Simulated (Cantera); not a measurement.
Formation from one mole of S2

Cantera with NASA thermochemical tables; ideal gases at 1 bar, condensed phases pure. Values are per mole of reaction as written; species without (g) are pure solids or liquids, kept so even where they would boil at 1 bar.

1.5 Ni + S2(g) ⇌ 0.5 Ni3S4

| T (K) | ΔH° (kJ) | ΔS° (J/K) | ΔG° (kJ) | log10 K |
|---|---|---|---|---|
| 448 | -277.1 | -175.0 | -198.8 | 23.17 |
| 473 | -276.8 | -174.2 | -194.4 | 21.47 |
| 498 | -276.4 | -173.4 | -190.0 | 19.93 |
| 523 | -276.0 | -172.6 | -185.7 | 18.55 |
| 548 | -275.6 | -171.8 | -181.4 | 17.29 |
| 573 | -275.1 | -171.1 | -177.1 | 16.15 |
| 598 | -274.8 | -170.4 | -172.9 | 15.10 |

Ni + S2(g) ⇌ NiS2

```json
[
 {"T (K)": "448", "ΔH° (kJ)": "-258.2", "ΔS° (J/K)": "-181.9", "ΔG° (kJ)": "-176.7", "log10 K": "20.60"},
 {"T (K)": "473", "ΔH° (kJ)": "-258.0", "ΔS° (J/K)": "-181.4", "ΔG° (kJ)": "-172.2", "log10 K": "19.01"},
 {"T (K)": "498", "ΔH° (kJ)": "-257.7", "ΔS° (J/K)": "-180.9", "ΔG° (kJ)": "-167.7", "log10 K": "17.58"},
 {"T (K)": "523", "ΔH° (kJ)": "-257.5", "ΔS° (J/K)": "-180.4", "ΔG° (kJ)": "-163.1", "log10 K": "16.29"},
 {"T (K)": "548", "ΔH° (kJ)": "-257.3", "ΔS° (J/K)": "-180.0", "ΔG° (kJ)": "-158.6", "log10 K": "15.12"},
 {"T (K)": "573", "ΔH° (kJ)": "-257.1", "ΔS° (J/K)": "-179.7", "ΔG° (kJ)": "-154.1", "log10 K": "14.05"},
 {"T (K)": "598", "ΔH° (kJ)": "-256.9", "ΔS° (J/K)": "-179.4", "ΔG° (kJ)": "-149.6", "log10 K": "13.07"}
]
```

2 Pb + S2(g) ⇌ 2 PbS(g)

| T (K) | ΔH° (kJ) | ΔS° (J/K) | ΔG° (kJ) | log10 K |
|---|---|---|---|---|
| 448 | 132.7 | 138.1 | 70.8 | -8.26 |
| 473 | 132.2 | 137.0 | 67.4 | -7.44 |
| 498 | 131.7 | 136.1 | 64.0 | -6.71 |
| 523 | 131.2 | 135.1 | 60.6 | -6.05 |
| 548 | 130.7 | 134.2 | 57.2 | -5.45 |
| 573 | 130.2 | 133.3 | 53.9 | -4.91 |
| 598 | 129.7 | 132.4 | 50.5 | -4.41 |
